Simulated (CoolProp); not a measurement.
Computed with CoolProp (reference Helmholtz-energy equation of state, Setzmann 1991).

Problem. Give the vapour pressure (bar), liquid density (kg/m³), vapour density (kg/m³), surface tension (mN/m) of saturated methane at 158.3, 161.8, 185.9 K.

Solution. 
```csv
T (K),p (bar),liquid density (kg/m³),vapour density (kg/m³),surface tension (mN/m)
158.3,14.9,340,23.6,4.38
161.8,17.1,332,27.4,3.80
185.9,39.7,246,85.1,0.389
```

Surface tension comes from a separate correlation (Mulero 2012).
